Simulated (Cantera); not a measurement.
A closed system holds: 1 mol Si₂Cl₆, 0.12 mol Cl₂, 41 mol N₂, held at 1.00 Torr.

These are equilibrium values from Cantera (NASA tables, ideal gas, pure condensed phases), not measurements of a reactor. Candidate condensed phases: Si, Si₃N₄; 13 gas species. The feed counts by its element totals alone. N₂ is the only nitrogen source here; it is nearly inert below about 1500 K, so the nitride shown seldom forms there in practice. The tables' values for SiCl₃ are old estimates; treat these amounts as uncertain. The numbers say what is thermodynamically allowed, not how fast it happens.

x: gas mole fraction; n: condensed amount in mol.

```tsv
T (°C)	x N₂	x SiCl₄	x SiCl₂	x Cl	x SiCl₃	n Si₃N₄(s)
802	0.963	0.0365	0.000102	3.96e-7	0.000485	0.144
902	0.962	0.0344	0.00143	3.41e-6	0.00225	0.129
1002	0.956	___	___	___	0.00677	___
1102	0.953	0.0216	0.0162	0.000191	0.00872	0
1202	0.952	0.0203	0.0163	___	0.00986	0
1302	0.945	0.0160	0.0193	0.00884	0.0108	0
1402	0.928	0.00725	0.0281	0.0262	0.00991	0
```

Q: Fill in the missing entries.

A: 
- 1202, x Cl: 0.00162
- 1002, x SiCl₄: 0.0255
- 1002, x SiCl₂: 0.0117
- 1002, x Cl: 1.97e-5
- 1002, n Si₃N₄(s): 0.0394
